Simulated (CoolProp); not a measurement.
Vapour-liquid equilibrium of propane (1) + R227EA (2) at 217.9 K; x and y are mole fractions of (1).

The numbers come from the multi-fluid Helmholtz-energy mixture model, Lemmon 2009 and Lemmon 2016; pair parameters Bell 2016 in CoolProp.

```tsv
x	bubble pressure, mixture model (MPa)	bubble pressure, Raoult's law (MPa)	y, mixture model	y, Raoult's law
0.05	0.02568	0.01511	0.512	0.181
0.2	___	0.02134	___	0.511
0.35	0.05514	0.02757	___	0.693
0.5	___	0.03380	0.816	0.807
0.65	___	0.04002	0.818	0.886
0.8	___	0.04625	0.836	0.944
0.95	0.05639	0.05248	___	0.988
```

What belongs in the gaps?


- 0.2, bubble pressure, mixture model (MPa): 0.04788
- 0.2, y, mixture model: 0.764
- 0.35, y, mixture model: 0.808
- 0.5, bubble pressure, mixture model (MPa): 0.05644
- 0.65, bubble pressure, mixture model (MPa): 0.05659
- 0.8, bubble pressure, mixture model (MPa): 0.05716
- 0.95, y, mixture model: 0.925

The largest gap from Raoult's law is +124.4 % in bubble pressure, at x = 0.2. y crosses x between x = 0.8 and 0.95: the model has an azeotrope there.

The pair parameters rest on a limited set of measurements; away from them the model extrapolates. With so large a gap from Raoult's law the liquid may split in two, which this calculation doesn't test in full.
